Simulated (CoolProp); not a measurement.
Vapour-liquid equilibrium of R141b (1) + n-pentane (2) at 24.45 °C; x and y are mole fractions of (1).

Computed with CoolProp (multi-fluid Helmholtz-energy mixture model, Lemmon 2006 and Thol 2019; pair parameters Bell 2016).

```json
[
 {"x": "0.05", "bubble pressure, mixture model (bar)": "0.6970", "bubble pressure, Raoult's law (bar)": "0.6747", "y, mixture model": "0.085", "y, Raoult's law": "0.057"},
 {"x": "0.2", "bubble pressure, mixture model (bar)": "0.7543", "bubble pressure, Raoult's law (bar)": "0.6897", "y, mixture model": "0.271", "y, Raoult's law": "0.223"},
 {"x": "0.35", "bubble pressure, mixture model (bar)": "0.7871", "bubble pressure, Raoult's law (bar)": "0.7047", "y, mixture model": "0.407", "y, Raoult's law": "0.382"},
 {"x": "0.5", "bubble pressure, mixture model (bar)": "0.8041", "bubble pressure, Raoult's law (bar)": "0.7197", "y, mixture model": "0.527", "y, Raoult's law": "0.535"},
 {"x": "0.65", "bubble pressure, mixture model (bar)": "0.8085", "bubble pressure, Raoult's law (bar)": "0.7347", "y, mixture model": "0.647", "y, Raoult's law": "0.681"},
 {"x": "0.8", "bubble pressure, mixture model (bar)": "0.8008", "bubble pressure, Raoult's law (bar)": "0.7498", "y, mixture model": "0.780", "y, Raoult's law": "0.821"},
 {"x": "0.95", "bubble pressure, mixture model (bar)": "0.7799", "bubble pressure, Raoult's law (bar)": "0.7648", "y, mixture model": "0.939", "y, Raoult's law": "0.956"}
]
```

The largest gap from Raoult's law is +11.7 % in bubble pressure, at x = 0.5. y crosses x between x = 0.5 and 0.65: the model has an azeotrope there.

Pair parameters are fitted to limited data, so mixtures are less certain than the pure fluids.
